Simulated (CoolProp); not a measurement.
R245fa along the isobar 32 bar: density (kg/m³) from the reference equation and from simpler models built on Tc = 427.0 K, pc = 36.51 bar, ω = 0.378; each cubic takes its own stable root.

Values from CoolProp's reference Helmholtz-energy equation of state, Akasaka 2015.

```json
[
 {"T (K)": "307.7", "phase": "liquid", "reference": "1322", "van der Waals": "795.6", "Soave-Redlich-Kwong": "1203", "Peng-Robinson": "1359"},
 {"T (K)": "321.6", "phase": "liquid", "reference": "1284", "van der Waals": "773.7", "Soave-Redlich-Kwong": "1164", "Peng-Robinson": "1317"},
 {"T (K)": "335.5", "phase": "liquid", "reference": "1243", "van der Waals": "750.1", "Soave-Redlich-Kwong": "…", "Peng-Robinson": "…"},
 {"T (K)": "349.5", "phase": "liquid", "reference": "1199", "van der Waals": "723.9", "Soave-Redlich-Kwong": "1074", "Peng-Robinson": "1216"},
 {"T (K)": "363.4", "phase": "liquid", "reference": "1151", "van der Waals": "694.8", "Soave-Redlich-Kwong": "1020", "Peng-Robinson": "…"},
 {"T (K)": "377.3", "phase": "liquid", "reference": "1097", "van der Waals": "661.1", "Soave-Redlich-Kwong": "958.2", "Peng-Robinson": "1084"},
 {"T (K)": "391.2", "phase": "liquid", "reference": "1034", "van der Waals": "619.8", "Soave-Redlich-Kwong": "883.6", "Peng-Robinson": "997.9"},
 {"T (K)": "405.1", "phase": "liquid", "reference": "951.4", "van der Waals": "…", "Soave-Redlich-Kwong": "786.4", "Peng-Robinson": "885.1"},
 {"T (K)": "433", "phase": "gas", "reference": "194.7", "van der Waals": "185.5", "Soave-Redlich-Kwong": "191.8", "Peng-Robinson": "200.6"}
]
```

Q: What belongs in the gaps?

A: 
- 335.5, Soave-Redlich-Kwong: 1122
- 335.5, Peng-Robinson: 1269
- 363.4, Peng-Robinson: 1155
- 405.1, van der Waals: 562.4
